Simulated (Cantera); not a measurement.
**Equilibrium for abatement and gas-phase synthesis: CO₂ + O₂ + H₂**

A closed system holds: 1 mol CO₂, 0.085 mol O₂, 2.7 mol H₂, held at 623.15 K and 2.20 mbar.

Cantera equilibrium calculation (NASA polynomials, part measured and part estimated; ideal gas, pure solids and liquids). Candidate condensed phases: C, C₆H₆, C₇H₈, C₈H₁₈, H₂O; 110 gas species. Equilibrium is a limit: real reactors are often held back by kinetics, nucleation or transport.

* **x(H₂)**: 0.529
* **x(H₂O)**: 0.211
* **x(CO₂)**: 0.205
* **x(CH₄)**: 0.0312
* **x(CO)**: 0.0242
* **n(C(graphite))**: 0.124 mol
* **gas amount**: 3.366 mol
